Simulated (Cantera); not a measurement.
# Pyrogenic steam for wet oxidation

An isothermal, constant-pressure homogeneous reactor starts with 8.60 % H2, 5.38 % O2, 86.0 % N2, at 1248 K and 0.850 bar.

Cantera simulation using GRI-Mech 3.0 (53 species, 325 reactions); the numbers are that mechanism's predictions, not measurements. The temperature is held fixed by assumption; the heat of reaction is taken as removed at once.

```csv
t (s),x H2,x O2,x H2O2,x OH,x H2O,x NO,x H
0.000600,0.00181,0.0120,1.44e-6,0.000603,0.0871,9.01e-6,0.000920
0.00112,0.000593,0.0114,8.84e-7,0.000308,0.0890,9.06e-6,0.000146
0.00209,0.000177,0.0113,4.21e-7,0.000158,0.0896,9.05e-6,2.18e-5
0.00390,5.11e-5,0.0112,1.78e-7,8.57e-5,0.0898,9.02e-6,3.41e-6
0.00728,1.49e-5,0.0112,7.31e-8,4.91e-5,0.0898,9.00e-6,5.94e-7
0.0136,4.68e-6,0.0112,3.08e-8,2.98e-5,0.0899,8.99e-6,1.20e-7
0.0254,1.66e-6,0.0112,1.37e-8,1.90e-5,0.0899,9.00e-6,2.91e-8
0.0473,6.73e-7,0.0112,6.42e-9,1.27e-5,0.0899,9.02e-6,8.30e-9
0.0883,3.05e-7,0.0112,3.19e-9,8.77e-6,0.0899,9.04e-6,2.70e-9
0.165,1.51e-7,0.0112,1.66e-9,6.26e-6,0.0899,9.05e-6,9.80e-10
0.308,8.16e-8,0.0112,9.18e-10,4.61e-6,0.0899,9.06e-6,3.97e-10
0.574,4.97e-8,0.0112,5.54e-10,3.55e-6,0.0899,9.06e-6,1.89e-10
1.07,3.63e-8,0.0112,3.90e-10,2.97e-6,0.0899,9.06e-6,1.17e-10
2.00,3.18e-8,0.0112,3.33e-10,2.73e-6,0.0899,9.06e-6,9.47e-11
```
x: mole fraction; the columns are a selection and need not sum to one.

Equilibrium at this temperature and pressure: H2 3.08e-8, O2 0.0112, H2O2 3.18e-10, OH 2.67e-6, H2O 0.0899, NO 6.90e-5, H 8.95e-11 (gas phase only).
